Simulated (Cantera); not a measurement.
A Cantera script and what it prints.

```python
import numpy as np
import cantera as ct

gas_names = [...]  # 96 gases of nasa_gas.yaml made of C, Cl, H, Ti
cond_names = """
    C(gr) C6H6(L) C7H8(L) C8H18(L),n-octa Ti(a) Ti(b) Ti(L) TiC(s) TiC(L) TiCL2(s) TiCL3(s) TiCL4(L)
""".split()


# ... load() reads the species with a 1 bar reference pressure and builds the phases ...
atoms = {
    'TiCl4': {'Ti': 1, 'CL': 4},
    'CH4': {'C': 1, 'H': 4},
    'H2': {'H': 2},
}
top_T = {'C(gr)': 4500, 'TiCL2(s)': 1300, 'TiCL3(s)': 1000}  # K; cautious upper limits of use, not melting points


# ... equilibrate(T, P, feed) seeds the gas with the atoms and calls Mixture.equilibrate('TP', solver="vcs", rtol=1e-11, max_steps=5000) ...
results = []
feed = {'TiCl4': 1, 'CH4': 0.12, 'H2': 39}  # mol
T = 1475  # K
P = 180  # Pa
mix = equilibrate(T, P, feed)
results.append((T, P, feed, dict(zip(mix.species_names, mix.species_moles))))
print(gas.report(threshold=0.0001))
for i in range(1, mix.n_phases):
    print(f"{mix.phase(i).name:16s} {mix.phase_moles(i):12.5e} mol")
```

Result:

```
       temperature   1475 K
          pressure   180 Pa
           density   9.4387e-05 kg/m^3
  mean mol. weight   6.4308 kg/kmol
   phase of matter   gas

                          1 kg             1 kmol
                     ---------------   ---------------
          enthalpy        3.6042e+06        2.3178e+07  J
   internal energy        1.6971e+06        1.0914e+07  J
           entropy             37453        2.4085e+05  J/K
    Gibbs function       -5.1639e+07       -3.3208e+08  J
 heat capacity c_p            5187.4             33359  J/K
 heat capacity c_v            3894.5             25045  J/K

                      mass frac. Y      mole frac. X     chem. pot. / RT
                     ---------------   ---------------   ---------------
                 H        4.6464e-05        0.00029643           -12.468
               HCL            0.2149          0.037906           -42.472
                H2           0.29477           0.94027           -24.935
             TiCL2          0.087923         0.0047607           -70.301
             TiCL3           0.39926          0.016649           -100.31
             TiCL4         0.0030094        0.00010204           -130.31
     [  +90 minor]        9.6175e-05        1.2989e-05

C(gr)             0.00000e+00 mol
Ti(b)             0.00000e+00 mol
TiC(s)            1.20000e-01 mol
TiCL4(L)          0.00000e+00 mol
```

Method: chemical equilibrium by Gibbs-energy minimisation in Cantera with the NASA 1993 tables (ideal gas, pure condensed phases). The tables' values for TiCl2 are old estimates; treat these amounts as uncertain. TiC: taken at fixed stoichiometry.
